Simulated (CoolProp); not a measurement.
c-C4F8 (RC318) at 447.21 K and 2.81 MPa flows at 0.053 m/s in a round tube of 2 mm bore and 45 µm roughness, fully developed (64/Re and Nu = 3.66 if laminar; Colebrook and Gnielinski if turbulent). Each further row changes one setting.

The numbers come from the reference Helmholtz-energy equation of state, Platzer 1990 in CoolProp. This equation is an older, rougher fit; its heat capacities, sound speeds and derivatives of the liquid may be far off and weren't checked against measurements.

```tsv
case	Reynolds number	Darcy friction factor	pressure drop (Pa/m)	heat-transfer coefficient (W/(m² K))	mass flow (kg/h)
as stated	___	___	___	48.0	___
velocity 0.106 m/s	1950	0.0327	17.9	48.0	___
diameter 4 mm	1950	0.0327	2.24	24.0	0.468
```

Q: Complete the blanks.

A: 
- as stated, Reynolds number: 977
- as stated, Darcy friction factor: 0.0655
- as stated, pressure drop (Pa/m): 8.97
- as stated, mass flow (kg/h): 0.117
- velocity 0.106 m/s, mass flow (kg/h): 0.234

Viscosity comes from a separate model (Huber 2003), an estimate that may be off by 10 % or more. Thermal conductivity comes from a separate model (Huber 2003), an estimate that may be off by 10 % or more.
